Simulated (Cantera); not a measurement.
A closed system holds: 1 mol SiH₂Cl₂, 10 mol NH₃, at 1975 K and 100000 Pa.

Method: chemical equilibrium by Gibbs-energy minimisation in Cantera with the NASA 1993 tables (ideal gas, pure condensed phases). Candidate condensed phases: NH₄Cl, Si, Si₃N₄; 28 gas species. The tables' values for SiCl₃, SiCl are old estimates; treat these amounts as uncertain. Gases not in the tables: Si₂H₆ and higher silanes. The numbers say what is thermodynamically allowed, not how fast it happens.

Base state: H₂ 0.708, N₂ 0.209, HCl 0.0692, SiCl₂ 0.0114, H 0.00115, SiCl₃ 0.000235, Cl 8.41e-5, SiCl 6.09e-5 (mole fractions); condensed: Si₃N₄(s).

What changes in the equilibrium state with this change: temperature from 1975 K to 725 K?


```csv
species,before,after
H₂,0.708,0.703
N₂,0.209,0.203
HCl,0.0692,0.0915
SiCl₂,0.0114,<1e-9
SiCl₄,5.81e-6,0.000610
H,0.00115,<1e-9
SiCl₃,0.000235,<1e-9
Cl,8.41e-5,<1e-9
"Si₃N₄(s), mol",0.249,0.329
```

What changes in the equilibrium state with this change: pressure from 100000 Pa to 34.0 Pa?


| species | before | after |
|---|---|---|
| H₂ | 0.708 | 0.617 |
| N₂ | 0.209 | 0.212 |
| HCl | 0.0692 | 0.0661 |
| H | 0.00115 | 0.0583 |
| Si | 2.20e-5 | 0.0337 |
| SiCl₂ | 0.0114 | 0.00619 |
| SiH₂Cl₂ | 1.61e-5 | 2.58e-9 |
| SiHCl₃ | 2.20e-5 | 3.89e-9 |
| Si₂ | 1.47e-7 | 0.000117 |
| SiCl₃ | 0.000235 | 2.41e-6 |
| Cl | 8.41e-5 | 0.00466 |
| Si₃N₄(s), mol | 0.249 | 0 |
The tables' values for SiCl, SiN are old estimates; treat these amounts as uncertain.
